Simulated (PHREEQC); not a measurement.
Solution (84 °C): 1.3 mmol/kgw CdCl2, 180 mmol/kgw MgSO4, 2.4 mmol/kgw HCl and 0.047 mmol/kgw Na2SO4. Closed to the air; pH follows from the charge balance.

Model: ion-association model, phreeqc.dat, run in PHREEQC.

Each row changes one thing in this solution. No solid was allowed to form.

| case | pH | ionic strength (mol/kgw) | MgSO4 (mol/kgw) | Mg+2 (mol/kgw) | SO4-2 (mol/kgw) | HSO4- (mol/kgw) | SI of Halite (NaCl) |
|---|---|---|---|---|---|---|---|
| as made | 3.55 | 0.188 | 0.133 | 0.0472 | 0.0443 | 0.00203 | -8.28 |
| diluted 100-fold with water | 4.79 | 0.00480 | 0.000609 | 0.00119 | 0.00118 | 6.66e-6 | -12.01 |
| Na2SO4 from 4.7e-05 to 9.4e-05 mol/kgw | 3.55 | 0.188 | 0.133 | 0.0472 | 0.0443 | 0.00203 | -7.98 |
| temperature from 84 to 10 °C | 3.15 | 0.368 | 0.0879 | 0.0921 | 0.0892 | … | -8.24 |
| diluted 10-fold with water | … | 0.0293 | 0.0107 | 0.00728 | 0.00708 | 0.000148 | -10.11 |
| Na2SO4 from 4.7e-05 to 9.4e-06 mol/kgw | 3.55 | 0.188 | 0.133 | 0.0473 | 0.0443 | 0.00203 | -8.98 |

**Question.** Complete the blanks.

**Answer.** 
- temperature from 84 to 10 °C, HSO4- (mol/kgw): 0.00148
- diluted 10-fold with water, pH: 4.10

Complexes and solids missing from the database can't appear. Away from 25 °C the constants follow the database's enthalpies or fits; those with neither stay at their 25 °C values.
